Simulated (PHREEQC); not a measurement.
A PHREEQC speciation (ion-association model, wateq4f.dat) at 25 °C gives pH 1.98 and these molalities:

```
species  mol/kgw
-------  -------
H+        0.0116
SeO4-2   0.00499
HSeO4-   0.00161
```

Task: What are the element totals, and what could have been dissolved in 1 kg of water to give them?

Result: This is not unique; one that fits is totals Se(6) 0.00660 mol/kgw, from 0.0066 mol/kgw H2SeO4.

No solid was allowed to form.
